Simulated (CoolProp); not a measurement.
Vapour-liquid equilibrium of R125 (1) + isobutane (2) at -51.35 °C; x and y are mole fractions of (1).

The numbers come from the multi-fluid Helmholtz-energy mixture model, Lemmon 2005 and Bücker 2006; pair parameters Bell 2016 in CoolProp.

| x | bubble pressure (MPa) | y at the bubble point | dew pressure at overall composition x (MPa) | liquid density (mol/L) |
|---|---|---|---|---|
| 0.05 | 0.03430 | 0.563 | 0.01635 | 10.99 |
| 0.2 | 0.06923 | 0.805 | 0.01932 | 11.16 |
| 0.35 | ___ | ___ | 0.02359 | 11.35 |
| 0.5 | 0.08601 | 0.859 | 0.03025 | 11.56 |
| 0.65 | 0.08647 | 0.861 | ___ | 11.81 |
| 0.8 | 0.08744 | 0.872 | 0.06789 | ___ |
| 0.95 | 0.08788 | 0.938 | 0.08762 | 12.55 |

**Question.** Some entries are withheld; supply them.

**Answer.** 
- 0.35, bubble pressure (MPa): 0.08265
- 0.35, y at the bubble point: 0.848
- 0.65, dew pressure at overall composition x (MPa): 0.04205
- 0.8, liquid density (mol/L): 12.14

y crosses x between x = 0.8 and 0.95: the model has an azeotrope there.

Pair parameters are fitted to limited data, so mixtures are less certain than the pure fluids. With so large a gap from Raoult's law the liquid may split in two, which this calculation doesn't test in full.
